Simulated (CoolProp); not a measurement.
Vapour-liquid equilibrium of propane (1) + R113 (2) at 273.7 K; x and y are mole fractions of (1).

Values from CoolProp's multi-fluid Helmholtz-energy mixture model, Lemmon 2009 and Marx 1992; pair parameters Bell 2016.

Give the bubble pressure and the first vapour's composition at x = 0.275, 0.35, 0.425. Is there an azeotrope?

x = 0.275: 0.1654 MPa, y = 0.925; x = 0.35: 0.2012 MPa, y = 0.943; x = 0.425: 0.2350 MPa, y = 0.955. No azeotrope shows between x = 0.05 and 0.95.

The pair parameters rest on a limited set of measurements; away from them the model extrapolates.
